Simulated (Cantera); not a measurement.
Transport properties of process gases

Gas mixture: 100 % C₃H₈, at 3.90 bar, frozen composition.

Cantera's kinetic-theory transport with the Lennard-Jones parameters of GRI-Mech 3.0, ideal gas; thermal conductivity in the multicomponent form.

| T (K) | ρ (kg/m³) | cp (J/kg/K) | μ (µPa s) | λ (mW/m/K) | Pr | D (cm²/s) CO₂ | D (cm²/s) H | D (cm²/s) H₂ |
|---|---|---|---|---|---|---|---|---|
| 400 | 5.17 | 2134 | 10.9 | 30.6 | 0.758 | 0.0366 | 0.295 | 0.201 |
| 500 | 4.14 | 2549 | 13.3 | 44.6 | 0.759 | 0.0556 | 0.442 | 0.295 |
| 600 | 3.45 | 2917 | 15.5 | 59.5 | 0.759 | 0.0776 | 0.611 | 0.402 |
| 700 | 2.95 | 3237 | 17.5 | 74.8 | 0.759 | 0.102 | 0.801 | 0.522 |
| 800 | 2.59 | 3512 | 19.4 | 90.1 | 0.758 | 0.130 | 1.01 | 0.653 |
| 900 | 2.30 | 3749 | 21.2 | 105 | 0.757 | 0.159 | 1.24 | 0.795 |
D: mixture-averaged diffusion coefficient of that species in the mixture.
